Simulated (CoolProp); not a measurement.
Values from CoolProp's reference Helmholtz-energy equation of state, Lemmon 2006. It is a short technical equation, of lower accuracy than the large ones.

Question: Give the vapour pressure (MPa), liquid density (kg/m³), surface tension (mN/m) of saturated carbon monoxide at -190.35, -187.25, -174.65 °C.

Answer: 
```json
[
 {"T (°C)": "-190.35", "p (MPa)": "0.115", "liquid density (kg/m³)": "788", "surface tension (mN/m)": "9.27"},
 {"T (°C)": "-187.25", "p (MPa)": "0.160", "liquid density (kg/m³)": "774", "surface tension (mN/m)": "8.62"},
 {"T (°C)": "-174.65", "p (MPa)": "0.486", "liquid density (kg/m³)": "713", "surface tension (mN/m)": "6.02"}
]
```

Surface tension comes from a separate correlation (Mulero 2012).
